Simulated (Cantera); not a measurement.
Input (Python, Cantera):

```python
import numpy as np
import cantera as ct

gas = ct.Solution("gri30.yaml")


def delay(T, t_max=10):
    gas.TPX = T, 1000000, {'CH4': 1, 'CO': 0.32, 'O2': 1.03, 'N2': 3.87}
    reactor = ct.IdealGasConstPressureReactor(gas, clone=False)
    net = ct.ReactorNet([reactor])
    net.rtol, net.atol = 1e-8, 1e-16
    while net.time < t_max:
        t_old, T_old = net.time, reactor.T
        net.step()
        if reactor.T > T + 400:  # ignition: a rise of 400 K
            return t_old + (T + 400 - T_old) / (reactor.T - T_old) * (net.time - t_old)
    return np.nan


taus = []
for T in [1075, 1125, 1175, 1225, 1275, 1325, 1375, 1425, 1475]:
    taus.append(delay(T))
    print(f"T0 = {T:6g} K   tau = {taus[-1]:.4e} s")
```

Output:

```
T0 =   1075 K   tau = 8.0894e-02 s
T0 =   1125 K   tau = 3.6019e-02 s
T0 =   1175 K   tau = 1.6982e-02 s
T0 =   1225 K   tau = 8.4014e-03 s
T0 =   1275 K   tau = 4.3300e-03 s
T0 =   1325 K   tau = 2.3108e-03 s
T0 =   1375 K   tau = 1.2705e-03 s
T0 =   1425 K   tau = 7.1681e-04 s
T0 =   1475 K   tau = 4.1392e-04 s
```

Computed with Cantera and GRI-Mech 3.0 (53 species, 325 reactions).
